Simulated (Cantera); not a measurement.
Feed: 1 mol Fe(CO)₅, 75 mol N₂, at 1275 K and 270 Torr.

Cantera equilibrium calculation (NASA polynomials, part measured and part estimated; ideal gas, pure solids and liquids). Candidate condensed phases: C, Fe, Fe(CO)₅, FeO, Fe₂O₃, Fe₃O₄; 27 gas species. Condensed phases not in the tables: cementite and carbon dissolved in iron. Equilibrium is a limit: real reactors are often held back by kinetics, nucleation or transport.

Base state: N₂ 0.938, CO 0.0625 (mole fractions); condensed: C(graphite) + Fe(γ).

What changes in the equilibrium state with this change: Fe(CO)₅ replaced by HgO?


```json
[
 {"species": "N₂", "before": "0.938", "after": "0.980"},
 {"species": "Hg", "before": "0", "after": "0.0131"},
 {"species": "O₂", "before": "<1e-9", "after": "0.00650"},
 {"species": "CO", "before": "0.0625", "after": "0"},
 {"species": "NO", "before": "<1e-9", "after": "6.58e-5"},
 {"species": "C(graphite), mol", "before": "0.000788", "after": "0"},
 {"species": "Fe(γ), mol", "before": "1.00", "after": "0"}
]
```
Further candidate phases: Hg, HgO.
